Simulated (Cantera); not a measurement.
A Cantera script and what it prints.

```python
import numpy as np
import cantera as ct

gas_names = """
    AL ALCL ALCL2 ALCL3 ALH ALO ALOCL ALOH ALO2 ALO2H AL2 AL2CL6 AL2O AL2O2 CL CLO CL2 H HALO HCL HOCL
    HO2 H2 H2O H2O2 O OH O2 O3
""".split()
cond_names = """
    AL(cr) AL(L) ALCL3(s) ALCL3(L) AL2O3(a) AL2O3(L) H2O(s) H2O(L)
""".split()


# ... load() reads the species with a 1 bar reference pressure and builds the phases ...
atoms = {
    'Al2O3': {'AL': 2, 'O': 3},
    'HCl': {'H': 1, 'CL': 1},
    'H2': {'H': 2},
}
top_T = {}  # K; cautious upper limits of use, not melting points


# ... equilibrate(T, P, feed) seeds the gas with the atoms and calls Mixture.equilibrate('TP', solver="vcs", rtol=1e-11, max_steps=5000) ...
results = []
T = 700  # K
P = 101325  # Pa
for m in [0.034, 0.074, 0.16, 0.34, 0.74, 1.6, 3.4, 7.4]:
    feed = {'Al2O3': 1, 'HCl': 0.56, 'H2': m}  # mol
    mix = equilibrate(T, P, feed)
    results.append((T, P, feed, dict(zip(mix.species_names, mix.species_moles))))

top = {s: max(r[3][s] / sum(r[3][g] for g in gas_names) for r in results) for s in gas_names}
cols = sorted((s for s in top if top[s] > 1e-06), key=lambda s: -top[s])[:9]
seen = [c for c in cond_names if any(r[3].get(c, 0) > 1e-12 for r in results)]
print("log10 of partial pressures in bar; condensed amounts in mol")
print(f"{'n(H2)':>10s}" + "".join(f"{s[:9]:>10s}" for s in cols + seen))
for T, P, feed, n in results:
    ng = sum(n[g] for g in gas_names)
    print(f"{feed['H2']:10.4g}" + "".join(f"{np.log10(max(n[s] / ng * P / 1e5, 1e-99)):10.3f}" for s in cols)
          + "".join(f"{n.get(c, 0):10.4g}" for c in seen))
```

Result:

```
log10 of partial pressures in bar; condensed amounts in mol
     n(H2)       HCL        H2       H2O     ALCL3  AL2O3(a)
     0.034    -0.020    -1.237    -4.756    -4.932         1
     0.074    -0.048    -0.927    -4.790    -4.966         1
      0.16    -0.103    -0.647    -4.856    -5.033         1
      0.34    -0.200    -0.417    -4.972    -5.149         1
      0.74    -0.360    -0.239    -5.164    -5.340         1
       1.6    -0.581    -0.125    -5.429    -5.605         1
       3.4    -0.844    -0.060    -5.745    -5.921         1
       7.4    -1.147    -0.026    -6.109    -6.285         1
```

Cantera equilibrium calculation (NASA polynomials, part measured and part estimated; ideal gas, pure solids and liquids). Condensed phases not in the tables: AlOCl.
